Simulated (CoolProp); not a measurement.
Ammonia at several states: Z from the reference equation and from simpler models built on Tc = 132.4 °C, pc = 11.36 MPa, ω = 0.256; each cubic takes its own stable root.

Model: reference Helmholtz-energy equation of state, Gao 2020, in CoolProp.

```
T (°C)  p (MPa)   phase  reference
------  -------  ------  ---------
-32.25     60.4  liquid     0.7266
402.15   0.0192     gas     0.9999
440.05      9.3     gas     0.9706
```

Problem. How far does each simpler model (Redlich-Kwong, Peng-Robinson) lie from the reference over these 3 states: mean and median of the absolute difference, and the worst?

Solution. 
- Redlich-Kwong: mean 10.0 %, median 1.2 %, worst +28.8 % at -32.25 °C and 60.4 MPa
- Peng-Robinson: mean 4.3 %, median 0.2 %, worst +12.7 % at -32.25 °C and 60.4 MPa
